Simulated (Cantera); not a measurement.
What does this Cantera script print?

```python
import numpy as np
import cantera as ct

gas_names = [...]  # 113 gases of nasa_gas.yaml made of C, Cu, H, O
cond_names = """
    C(gr) C6H6(L) C7H8(L) C8H18(L),n-octa Cu(cr) Cu(L) CuO(s) CuO2H2(s) Cu2O(s) Cu2O(L) H2O(s) H2O(L)
""".split()


# ... load() reads the species with a 1 bar reference pressure and builds the phases ...
atoms = {
    'Cu2O': {'Cu': 2, 'O': 1},
    'CH4': {'C': 1, 'H': 4},
    'H2': {'H': 2},
}
top_T = {'C(gr)': 4500, 'CuO(s)': 1390}  # K; cautious upper limits of use, not melting points


# ... equilibrate(T, P, feed) seeds the gas with the atoms and calls Mixture.equilibrate('TP', solver="vcs", rtol=1e-11, max_steps=5000) ...
results = []
feed = {'Cu2O': 1, 'CH4': 0.93, 'H2': 0.45}  # mol
P = 13332.2  # Pa
for T in [1050, 1200, 1350, 1500, 1650, 1800, 1950, 2100]:
    mix = equilibrate(T, P, feed)
    results.append((T, P, feed, dict(zip(mix.species_names, mix.species_moles))))

top = {s: max(r[3][s] / sum(r[3][g] for g in gas_names) for r in results) for s in gas_names}
cols = sorted((s for s in top if top[s] > 1e-06), key=lambda s: -top[s])[:7]
seen = [c for c in cond_names if any(r[3].get(c, 0) > 1e-12 for r in results)]
print("log10 of partial pressures in bar; condensed amounts in mol")
print(f"{'T/K':>10s}" + "".join(f"{s[:9]:>10s}" for s in cols + seen))
for T, P, feed, n in results:
    ng = sum(n[g] for g in gas_names)
    print(f"{T:10.4g}" + "".join(f"{np.log10(max(n[s] / ng * P / 1e5, 1e-99)):10.3f}" for s in cols)
          + "".join(f"{n.get(c, 0):10.4g}" for c in seen))
```

It prints:

```
log10 of partial pressures in bar; condensed amounts in mol
       T/K        H2        CO        Cu       H2O       CO2         H       CH4    Cu(cr)     Cu(L)
      1050    -1.032    -1.429    -9.978    -2.685    -3.011    -8.607    -3.823         2         0
      1200    -1.032    -1.425    -7.911    -2.652    -3.182    -7.221    -5.257         2         0
      1350    -1.033    -1.423    -6.310    -2.622    -3.305    -6.139    -6.381         2         0
      1500    -1.034    -1.422    -5.085    -2.604    -3.405    -5.271    -7.273         0         2
      1650    -1.034    -1.421    -4.090    -2.593    -3.487    -4.559    -7.999         0     1.998
      1800    -1.036    -1.422    -3.266    -2.587    -3.555    -3.964    -8.603         0     1.987
      1950    -1.044    -1.429    -2.573    -2.589    -3.617    -3.463    -9.129         0     1.933
      2100    -1.074    -1.457    -1.982    -2.613    -3.690    -3.043    -9.642         0     1.721
```

Method: chemical equilibrium by Gibbs-energy minimisation in Cantera with the NASA 1993 tables (ideal gas, pure condensed phases).
